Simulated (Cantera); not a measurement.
A Cantera script and its output.

```python
import numpy as np
import cantera as ct

gas = ct.Solution("gri30.yaml")
gas.TPX = 725, 63000, {'CH3OH': 1, 'O2': 0.938, 'N2': 3.52}
inlet = ct.Reservoir(gas, clone=True)
gas.equilibrate("HP")  # start burning
reactor = ct.IdealGasConstPressureReactor(gas, energy="on", clone=False)
exhaust = ct.Reservoir(gas, clone=True)
tau = [0.1, 0.047, 0.021, 0.0096, 0.0044, 0.002, 0.00089, 0.0004, 0.00018, 8.2e-05, 3.7e-05, 1.7e-05][0]
for a, b in ((inlet, reactor), (reactor, exhaust)):
    ct.MassFlowController(a, b, mdot=lambda t: reactor.mass / tau)
net = ct.ReactorNet([reactor])
show = ['CH3OH', 'O2', 'CH2O', 'CH3', 'N2O', 'CH2CO', 'NO']

rows = []
print(f"{'tau/s':>10s}{'T/K':>9s}" + "".join(f"{s:>11s}" for s in show))
for tau in [0.1, 0.047, 0.021, 0.0096, 0.0044, 0.002, 0.00089, 0.0004, 0.00018, 8.2e-05, 3.7e-05, 1.7e-05]:
    net.initial_time = 0.0
    net.advance(30 * tau)
    before = gas.X
    net.advance(40 * tau)
    drift = np.max(np.abs(gas.X - before) / (gas.X + 1e-9))
    rows.append([gas.T, *gas[show].X, drift])
    print(f"{tau:10.3e}{gas.T:9.1f}" + "".join(f"{x:11.3e}" for x in gas[show].X))
```

It prints:

```
     tau/s      T/K      CH3OH         O2       CH2O        CH3        N2O      CH2CO         NO
 1.000e-01   2175.5  1.214e-06  1.290e-04  1.196e-06  1.476e-06  4.747e-09  2.710e-09  1.451e-04
 4.700e-02   2162.7  2.017e-06  2.156e-04  1.949e-06  2.277e-06  5.180e-09  3.884e-09  1.529e-04
 2.100e-02   2144.7  3.484e-06  3.687e-04  3.291e-06  3.845e-06  5.765e-09  5.913e-09  1.553e-04
 9.600e-03   2123.2  6.066e-06  6.006e-04  5.586e-06  6.792e-06  6.449e-09  9.424e-09  1.501e-04
 4.400e-03   2099.1  1.095e-05  9.353e-04  9.805e-06  1.261e-05  7.200e-09  1.636e-08  1.385e-04
 2.000e-03   2074.2  2.087e-05  1.413e-03  1.819e-05  2.466e-05  7.974e-09  3.266e-08  1.226e-04
 8.900e-04   2050.2  4.293e-05  2.157e-03  3.652e-05  5.117e-05  8.754e-09  8.054e-08  1.041e-04
 4.000e-04   2026.3  9.352e-05  3.488e-03  7.808e-05  1.090e-04  9.497e-09  2.459e-07  8.312e-05
 1.800e-04   1992.7  2.240e-04  6.427e-03  1.841e-04  2.393e-04  1.014e-08  9.479e-07  5.664e-05
 8.200e-05   1906.2  7.304e-04  1.567e-02  5.866e-04  5.611e-04  1.114e-08  5.460e-06  2.110e-05
 3.700e-05    725.0  1.832e-01  1.719e-01 -7.783e-17  5.962e-18 -1.854e-22 -1.642e-19 -4.720e-20
 1.700e-05    725.0  1.832e-01  1.719e-01  5.914e-18  2.822e-18 -1.395e-25 -1.275e-22 -3.664e-23
```

Cantera simulation using GRI-Mech 3.0 (53 species, 325 reactions); the numbers are that mechanism's predictions, not measurements. GRI-Mech 3.0 was tuned for natural gas; its chemistry of methanol as a main component is partial and can be far from experiment.
